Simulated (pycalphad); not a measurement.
CALPHAD calculation (pycalphad, COST 507 light-alloy database (1999)), 1 atm. These are 1990s assessments: newer ones move some temperatures and phases.

Which phases does Al-62 at.% Zr hold at 592 K, with what compositions and amounts?

AL2ZR3 with 60.0 at.% Zr and ALZR2 with 66.7 at.% Zr. The lever rule gives (62 − 60.0)/(66.7 − 60.0) = 0.30 of ALZR2 and 0.70 of AL2ZR3.

Which phases does Al-28 at.% Zr hold at 1363 K, with what compositions and amounts?

AL3ZR with 25.0 at.% Zr and AL2ZR with 33.3 at.% Zr. The lever rule gives (28 − 25.0)/(33.3 − 25.0) = 0.36 of AL2ZR and 0.64 of AL3ZR.

Which phases does Al-17 at.% Zr hold at 1702 K, with what compositions and amounts?

liquid with 7.6 at.% Zr and AL3ZR with 25.0 at.% Zr. The lever rule gives (17 − 7.6)/(25.0 − 7.6) = 0.54 of AL3ZR and 0.46 of liquid.

Which phases does Al-36 at.% Zr hold at 1178 K, with what compositions and amounts?

AL2ZR with 33.3 at.% Zr and AL3ZR2 with 40.0 at.% Zr. The lever rule gives (36 − 33.3)/(40.0 − 33.3) = 0.40 of AL3ZR2 and 0.60 of AL2ZR.

Database names, with the compositions (at.%) that they take in these runs: AL3ZR: Al 75 Zr 25; AL2ZR: Al 67 Zr 33; AL3ZR2: Al 60 Zr 40; AL2ZR3: Zr 60 Al 40; ALZR2: Zr 67 Al 33.
